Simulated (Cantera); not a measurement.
An adiabatic, constant-pressure homogeneous reactor starts with 12.2 % CO, 0.632 % H2, 18.2 % O2, 68.7 % N2, 0.304 % CO2, equivalence ratio 0.35, at 1350 K and 3.90 bar.

Computed with Cantera and GRI-Mech 3.0 (53 species, 325 reactions). The hydrogen kinetics of GRI-Mech 3.0 are dated; newer H2 mechanisms differ, most at raised pressure.

**Question.** Predict: time of steepest temperature rise; temperature at 0.300 s; equilibrium temperature; x(CO) at 0.300 s; x(H2) at 0.300 s; x(O2) at 0.300 s; x(OH) at 0.300 s; x(NO2) at 0.300 s; x(H2O2) at 0.300 s.

**Answer.** 
```
Property                                                             Value
---------------------------------  ---------------------------------------
time of steepest temperature rise                                  32.0 µs
temperature at 0.300 s                                              2278 K
equilibrium temperature                                             2278 K
x(CO) at 0.300 s                   0.00194 (gas-phase equilibrium 0.00194)
x(H2) at 0.300 s                   1.66e-5 (gas-phase equilibrium 1.66e-5)
x(O2) at 0.300 s                       0.121 (gas-phase equilibrium 0.121)
x(OH) at 0.300 s                   0.00105 (gas-phase equilibrium 0.00105)
x(NO2) at 0.300 s                  1.88e-5 (gas-phase equilibrium 1.89e-5)
x(H2O2) at 0.300 s                 1.78e-8 (gas-phase equilibrium 1.78e-8)
```
